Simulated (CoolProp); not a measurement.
Model: reference Helmholtz-energy equation of state, Akasaka 2022, in CoolProp.

Q: For R1233zd(E), give the phase and the Z, cp (kJ/(kg K)), cv (kJ/(kg K)), expansivity (1/kK) at 341.9 K and 4.64 MPa; 403.7 K and 4.64 MPa; 434.6 K and 4.64 MPa.

A: 
- 341.9 K and 4.64 MPa: liquid; Z 0.182, cp 1.26, cv 0.878, expansivity 2.26
- 403.7 K and 4.64 MPa: liquid; Z 0.186, cp 1.48, cv 0.952, expansivity 4.21
- 434.6 K and 4.64 MPa: liquid; Z 0.208, cp 1.86, cv 0.999, expansivity 9.44
